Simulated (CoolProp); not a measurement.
A closed Brayton cycle with carbon dioxide: compressor inlet 306.15 K and 9.4 MPa, high pressure 20.3 MPa, turbine inlet 810 K, compressor efficiency 0.89, turbine efficiency 0.9, recuperator effectiveness 0.95 (on enthalpy, no pinch check). Each further row changes one setting.

The numbers come from the reference Helmholtz-energy equation of state, Span 1996 in CoolProp.

```tsv
case	thermal efficiency (%)	net work (kJ/kg)	compressor to turbine work	compressor exit (K)	turbine exit (K)
as stated	36.6	84.6	0.16	324.1	717.9
turbine inlet 760 K	[?]	77.6	0.17	324.1	[?]
compressor inlet 316.15 K	[?]	78.0	[?]	[?]	717.9
high pressure 17.3 MPa	[?]	[?]	0.15	319.8	736.7
recuperator effectiveness 0.5	[?]	84.6	0.16	324.1	717.9
```

**Question.** Fill in the missing entries.

**Answer.** 
- turbine inlet 760 K, thermal efficiency (%): 35.0
- turbine inlet 760 K, turbine exit (K): 671.3
- compressor inlet 316.15 K, thermal efficiency (%): 34.8
- compressor inlet 316.15 K, compressor to turbine work: 0.23
- compressor inlet 316.15 K, compressor exit (K): 354.5
- high pressure 17.3 MPa, thermal efficiency (%): 35.1
- high pressure 17.3 MPa, net work (kJ/kg): 69.0
- recuperator effectiveness 0.5, thermal efficiency (%): 18.3
